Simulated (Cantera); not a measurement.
Feed: 1 mol Si3N4, 0.038 mol Si, 4.3 mol H2, equilibrated at 8.40 bar.

Equilibrium computed with Cantera from the NASA thermochemical tables; the gas is ideal and each condensed phase is pure. Candidate condensed phases: Si, Si3N4; 18 gas species. The tables' values for SiN are old estimates; treat these amounts as uncertain. Gases not in the tables: Si2H6 and higher silanes. Kinetics and transport are ignored. All values below are at 2473 K.

Base state: H2 0.676, N2 0.316, H 0.00633, SiH2 0.000627, Si 0.000461, SiH 0.000302, SiN 7.88e-5, Si2N 7.12e-5 (mole fractions); condensed: Si(l).

**Question.** What changes in the equilibrium state with this change: pressure from 8.40 bar to 18.0 Pa?

**Answer.** 
| species | before | after |
|---|---|---|
| H | 0.00633 | 0.504 |
| Si | 0.000461 | 0.243 |
| N2 | 0.316 | 0.160 |
| H2 | 0.676 | 0.0921 |
| NH3 | 2.80e-5 | <1e-9 |
| SiH2 | 0.000627 | 9.64e-7 |
| Si2N | 7.12e-5 | 1.40e-6 |
| Si2 | 1.18e-5 | 7.03e-5 |
| Si(l), mol | 3.03 | 0 |
